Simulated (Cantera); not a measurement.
What does this Cantera script print?

```python
import numpy as np
import cantera as ct

gas = ct.Solution("h2o2.yaml")
gas.TPX = 573, 100000, {'H2': 1, 'O2': 0.625, 'N2': 2.35}
inlet = ct.Reservoir(gas, clone=True)
gas.equilibrate("HP")  # start burning
reactor = ct.IdealGasConstPressureReactor(gas, energy="on", clone=False)
exhaust = ct.Reservoir(gas, clone=True)
tau = [0.17, 0.09, 0.048, 0.025, 0.013, 0.007, 0.0037, 0.002, 0.001, 0.00055, 0.00029, 0.00015, 8.1e-05][0]
for a, b in ((inlet, reactor), (reactor, exhaust)):
    ct.MassFlowController(a, b, mdot=lambda t: reactor.mass / tau)
net = ct.ReactorNet([reactor])
show = ['H2', 'O2', 'O', 'H', 'OH']

rows = []
print(f"{'tau/s':>10s}{'T/K':>9s}" + "".join(f"{s:>11s}" for s in show))
for tau in [0.17, 0.09, 0.048, 0.025, 0.013, 0.007, 0.0037, 0.002, 0.001, 0.00055, 0.00029, 0.00015, 8.1e-05]:
    net.initial_time = 0.0
    net.advance(30 * tau)
    before = gas.X
    net.advance(40 * tau)
    drift = np.max(np.abs(gas.X - before) / (gas.X + 1e-9))
    rows.append([gas.T, *gas[show].X, drift])
    print(f"{tau:10.3e}{gas.T:9.1f}" + "".join(f"{x:11.3e}" for x in gas[show].X))
```

Output:

```
     tau/s      T/K         H2         O2          O          H         OH
 1.700e-01   2352.2  4.281e-03  3.507e-02  1.301e-03  8.597e-04  9.590e-03
 9.000e-02   2350.8  4.379e-03  3.508e-02  1.330e-03  8.894e-04  9.679e-03
 4.800e-02   2348.2  4.560e-03  3.511e-02  1.382e-03  9.454e-04  9.842e-03
 2.500e-02   2343.2  4.910e-03  3.517e-02  1.486e-03  1.058e-03  1.015e-02
 1.300e-02   2333.9  5.563e-03  3.529e-02  1.682e-03  1.282e-03  1.069e-02
 7.000e-03   2318.3  6.647e-03  3.552e-02  2.018e-03  1.695e-03  1.152e-02
 3.700e-03   2291.4  8.468e-03  3.596e-02  2.608e-03  2.504e-03  1.274e-02
 2.000e-03   2251.6  1.105e-02  3.668e-02  3.504e-03  3.905e-03  1.416e-02
 1.000e-03   2187.8  1.490e-02  3.797e-02  4.967e-03  6.596e-03  1.573e-02
 5.500e-04   2115.6  1.880e-02  3.953e-02  6.618e-03  1.019e-02  1.675e-02
 2.900e-04   2021.5  2.322e-02  4.167e-02  8.710e-03  1.561e-02  1.718e-02
 1.500e-04   1908.3  2.772e-02  4.442e-02  1.102e-02  2.303e-02  1.672e-02
 8.100e-05   1790.6  3.189e-02  4.762e-02  1.300e-02  3.147e-02  1.541e-02
```

Computed with Cantera and the H2/O2 subset of GRI-Mech 3.0, which has no nitrogen chemistry.
